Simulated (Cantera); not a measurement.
**Hydrocarbon pyrolysis for carbon deposition**

An isothermal, constant-pressure homogeneous reactor starts with 8.33 % CH4, 91.7 % N2, at 1698 K and 0.0132 atm.

Model: GRI-Mech 3.0 (53 species, 325 reactions), integrated in Cantera. GRI-Mech 3.0 stops at C3 and has no aromatics, soot or wall deposition, so with more carbon than oxygen in the feed, carbon stays in small species such as C2H2 where larger ones or solid carbon would form. Radical loss at walls, strong at low pressure, is not modelled.

| t (s) | x CH4 | x CH3 | x C2H2 | x C2H4 | x HCN | x CH2 | x H2 |
|---|---|---|---|---|---|---|---|
| 0.000200 | 0.0833 | 4.88e-6 | <1e-12 | 4.90e-11 | <1e-12 | 2.67e-11 | 2.25e-6 |
| 0.000796 | 0.0833 | 2.05e-5 | 1.35e-11 | 5.47e-9 | <1e-12 | 3.43e-10 | 1.01e-5 |
| 0.00317 | 0.0832 | 8.26e-5 | 4.20e-9 | 4.00e-7 | <1e-12 | 4.46e-9 | 4.20e-5 |
| 0.0126 | 0.0829 | 0.000327 | 1.15e-6 | 2.53e-5 | 1.30e-11 | 6.14e-8 | 0.000218 |
| 0.0502 | 0.0789 | 0.00116 | 0.000316 | 0.00119 | 2.15e-9 | 6.76e-7 | 0.00393 |
| 0.200 | 0.0413 | 0.00116 | 0.0170 | 0.00188 | 3.33e-7 | 1.29e-6 | 0.0554 |
| 0.796 | 0.0100 | 0.000370 | 0.0336 | 0.000102 | 2.49e-6 | 6.33e-7 | 0.101 |
| 3.17 | 0.00125 | 7.33e-5 | 0.0378 | 5.34e-6 | 8.52e-6 | 2.15e-7 | 0.113 |
| 12.6 | 0.000154 | 1.14e-5 | 0.0384 | 2.94e-6 | 1.86e-5 | 4.26e-8 | 0.115 |
| 50.2 | 3.04e-5 | 2.29e-6 | 0.0384 | 2.90e-6 | 2.77e-5 | 8.75e-9 | 0.115 |
| 200 | 1.15e-5 | 8.69e-7 | 0.0384 | 2.90e-6 | 3.69e-5 | 3.33e-9 | 0.115 |
x: mole fraction; the columns are a selection and need not sum to one.

Equilibrium at this temperature and pressure: CH4 7.06e-6, CH3 5.32e-7, C2H2 0.0110, C2H4 8.32e-7, HCN 0.0548, CH2 2.04e-9, H2 0.115 (gas phase only).
